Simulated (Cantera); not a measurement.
A closed system holds: 1 mol Fe2O3, a varied amount of H2S, 0.25 mol CO2, equilibrated at 1223.15 K and 1 atm.

Method: chemical equilibrium by Gibbs-energy minimisation in Cantera with the NASA 1993 tables (ideal gas, pure condensed phases). Candidate condensed phases: C, C6H6, C7H8, C8H18, Fe, Fe(CO)5, FeO, Fe(OH)2, Fe(OH)3, FeS, FeSO4, FeS2, Fe2O3, Fe2(SO4)3, Fe3O4, H2O, H2SO4, S; 127 gas species. Mutual solubility and eutectic melting of coexisting phases are not modelled. FeS: taken at fixed stoichiometry. Gases not in the tables: S3 to S7. Kinetics and transport are ignored.

Question: Which condensed phases are stable at each of these points (n(H2S) (mol)): 0.097, 0.13, 0.18, 0.25, 0.34, 0.46, 0.63, 0.86, 1.2, 1.6, 2.2, 3, 4.1?

Answer: 
```
n(H2S) (mol)     condensed phases  Fe condensed (%)
------------  -------------------  ----------------
0.097         Fe2O3(s) + Fe3O4(s)             100.0
0.13            FeS(s) + Fe3O4(s)             100.0
0.18            FeS(s) + Fe3O4(s)             100.0
0.25            FeS(s) + Fe3O4(s)             100.0
0.34            FeS(s) + Fe3O4(s)             100.0
0.46            FeS(s) + Fe3O4(s)             100.0
0.63            FeS(s) + Fe3O4(s)             100.0
0.86            FeS(s) + Fe3O4(s)             100.0
1.2             FeS(s) + Fe3O4(s)             100.0
1.6             FeS(s) + Fe3O4(s)             100.0
2.2             FeS(s) + Fe3O4(s)             100.0
3                          FeS(s)             100.0
4.1                        FeS(s)             100.0
```

At 0.097 mol H2S the condensed part is Fe2O3(s) + Fe3O4(s). From 0.13 mol H2S to 2.2 mol H2S the condensed part is FeS(s) + Fe3O4(s). From 3 mol H2S to 4.1 mol H2S the condensed part is FeS(s).
